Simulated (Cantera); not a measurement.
# Stirred combustor or abatement burner

A perfectly stirred reactor is fed with CO : H₂ : CH₄ : O₂ : N₂ : H₂O = 1 : 0.059 : 0.053 : 0.424 : 1.36 : 0.85 (molar parts), equivalence ratio 1.5, at 2.50 bar; it is adiabatic with a 500 K inlet, and is followed from long to short residence time, starting on the burning branch (τ in s: 0.073, 0.033, 0.015, 0.0066, 0.0029, 0.0013, 0.00059, 0.00026, 0.00012, 5.2e-05).

Computed with Cantera and GRI-Mech 3.0 (53 species, 325 reactions).

```tsv
τ (s)	T (K)	x CO	x H₂	x CH₄	x N₂O	x CH₂O	x OH
0.073	2076	0.0978	0.0259	3.42e-6	8.20e-9	1.86e-7	0.000853
0.033	2071	0.0980	0.0259	4.30e-6	1.14e-8	2.89e-7	0.00116
0.015	2064	0.0982	0.0260	5.47e-6	1.58e-8	4.43e-7	0.00159
0.0066	2052	0.0987	0.0261	7.35e-6	2.19e-8	6.85e-7	0.00218
0.0029	2035	0.0995	0.0264	1.05e-5	2.98e-8	1.06e-6	0.00294
0.0013	2009	0.101	0.0268	1.57e-5	3.92e-8	1.64e-6	0.00384
0.00059	1971	0.103	0.0274	2.52e-5	4.96e-8	2.56e-6	0.00482
0.00026	1916	0.107	0.0280	4.45e-5	6.09e-8	4.21e-6	0.00579
0.00012	1845	0.114	0.0280	8.49e-5	7.18e-8	7.17e-6	0.00643
5.2e-5	1731	0.128	0.0258	0.000213	8.64e-8	1.51e-5	0.00627
```
x: mole fraction; the columns are a selection and need not sum to one.
